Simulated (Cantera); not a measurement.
Input (Python, Cantera) and output of one run.

```python
import numpy as np
import cantera as ct

gas_names = """
    H HO2 H2 H2O H2O2 Nb NbO NbO2 O OH O2 O3
""".split()
cond_names = """
    H2O(s) H2O(L) Nb(cr) Nb(L) NbO(s) NbO(L) NbO2(I) NbO2(II) NbO2(III) NbO2(L) Nb2O5(s) Nb2O5(L)
""".split()


# ... load() reads the species with a 1 bar reference pressure and builds the phases ...
atoms = {
    'Nb': {'Nb': 1},
    'H2O': {'H': 2, 'O': 1},
}
top_T = {}  # K; cautious upper limits of use, not melting points


# ... equilibrate(T, P, feed) seeds the gas with the atoms and calls Mixture.equilibrate('TP', solver="vcs", rtol=1e-11, max_steps=5000) ...
results = []
feed = {'Nb': 1, 'H2O': 3.3}  # mol
T = 2198  # K
for P in [0.1, 2.5, 63, 1600, 40000, 1000000]:
    mix = equilibrate(T, P, feed)
    results.append((T, P, feed, dict(zip(mix.species_names, mix.species_moles))))

top = {s: max(r[3][s] / sum(r[3][g] for g in gas_names) for r in results) for s in gas_names}
cols = sorted((s for s in top if top[s] > 1e-06), key=lambda s: -top[s])[:7]
seen = [c for c in cond_names if any(r[3].get(c, 0) > 1e-12 for r in results)]
print("log10 of partial pressures in bar; condensed amounts in mol")
print(f"{'P/Pa':>10s}" + "".join(f"{s[:9]:>10s}" for s in cols + seen))
for T, P, feed, n in results:
    ng = sum(n[g] for g in gas_names)
    print(f"{P:10.4g}" + "".join(f"{np.log10(max(n[s] / ng * P / 1e5, 1e-99)):10.3f}" for s in cols)
          + "".join(f"{n.get(c, 0):10.4g}" for c in seen))
```

Output:

```
log10 of partial pressures in bar; condensed amounts in mol
      P/Pa        H2         H       H2O      NbO2         O        OH        O2  Nb2O5(L)
       0.1    -7.778    -6.143    -9.107    -6.948    -6.851    -8.329    -8.556         0
       2.5    -5.349    -4.929    -5.656    -5.406    -5.828    -6.092    -6.510         0
        63    -3.481    -3.995    -3.843    -4.331    -5.884    -5.213    -6.621    0.3539
      1600    -1.938    -3.223    -2.422    -4.271    -6.005    -4.563    -6.863    0.4943
     4e+04    -0.522    -2.515    -1.016    -4.266    -6.015    -3.865    -6.883    0.4998
     1e+06     0.879    -1.815     0.384    -4.265    -6.016    -3.166    -6.886       0.5
```

Method: chemical equilibrium by Gibbs-energy minimisation in Cantera with the NASA 1993 tables (ideal gas, pure condensed phases). Condensed phases not in the tables: the oxides between NbO2 and Nb2O5.
